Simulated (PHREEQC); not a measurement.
1 kg of water holding 0.074 mol/kgw KCl, 0.38 mol/kgw Na2SO4 and 0.0011 mol/kgw Na2B4O7 is evaporated at 20 °C; the solids stay in contact with the brine. CO2 from the air is kept out. Solids allowed: Arcanite, Glaserite, Halite, Mirabilite, Misenite, Sylvite, Thenardite, Borax, Boric_acid,s, KB5O8:4H2O, K2B4O7:4H2O, NaBO2:4H2O, NaB5O8:5H2O, Teepleite. Others were left out.

Computed with PHREEQC (Pitzer model, pitzer.dat).

```
water left (kg)  ionic strength  water activity  Thenardite (mol)  Mirabilite (mol)  Glaserite (mol)
---------------  --------------  --------------  ----------------  ----------------  ---------------
1                          1.22           0.983                 0                 0                0
0.8219                     1.48           0.980                 0                 0                0
0.6755               (withheld)           0.976                 0                 0                0
0.5552                     2.19           0.972                 0                 0                0
0.4563                     2.67           0.966                 0                 0                0
0.375                      3.24           0.960                 0                 0                0
0.3082                     3.95           0.951                 0                 0                0
0.2533                     4.80           0.941                 0                 0                0
0.1935                     5.02           0.937                 0        (withheld)                0
0.1442                     5.32           0.930                 0             0.150                0
0.1036               (withheld)           0.920                 0             0.206                0
0.07027                    6.56           0.902                 0             0.252                0
0.04264                    6.75           0.881                 0             0.291          0.00934
0.0212                     7.72           0.813                 0             0.316           0.0175
0.01625                    8.77           0.761            0.0523             0.266           0.0197
0.01625                    8.77           0.761             0.116             0.203           0.0197
0.01625                    8.77           0.761             0.168             0.151           0.0197
0.01625                    8.77           0.761             0.211             0.108           0.0197
0.01625                    8.77           0.761        (withheld)            0.0726           0.0197
0.01625                    8.77           0.761             0.275            0.0436           0.0197
0.01625                    8.77           0.761             0.299            0.0198           0.0197
0.01625                    8.77           0.761             0.318          0.000349           0.0197
0.01339                    8.64           0.733             0.326                 0           0.0202
```

Problem. Fill in the missing entries.

Solution. 
- 0.6755, ionic strength: 1.80
- 0.1935, Mirabilite (mol): 0.0817
- 0.1036, ionic strength: 5.78
- 0.01625, Thenardite (mol): 0.246

Species that the database lacks are ignored.
